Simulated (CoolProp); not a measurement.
Vapour-liquid equilibrium of n-hexane (1) + n-decane (2) at 15.5 kPa; x and y are mole fractions of (1).

The numbers come from the multi-fluid Helmholtz-energy mixture model, Thol 2019 and Lemmon 2006; pair parameters Kunz 2012 in CoolProp.

```
x     bubble temperature (K)  y at the bubble point  dew temperature at overall composition x (K)  liquid density (mol/L)
----  ----------------------  ---------------------  --------------------------------------------  ----------------------
0.05                   365.3                  0.570                                         384.4                   4.810
0.15                   340.8                  0.874                                         381.6                   5.118
0.25                   327.0                  0.946                                         378.4                   5.383
0.35                   318.0                  0.972                                         374.9                   5.639
0.45                   311.4                  0.984                                         371.0                   5.900
0.55                   306.3                  0.991                                         366.3                   6.173
0.65                   302.2                  0.995                                         360.8                   6.463
0.75                   298.8                  0.997                                         353.8                   6.772
0.85                   295.9                  0.998                                         343.9                   7.106
0.95                   293.4                  1.000                                         325.9                   7.468
```

No azeotrope shows between x = 0.05 and 0.95.

The pair parameters rest on a limited set of measurements; away from them the model extrapolates.
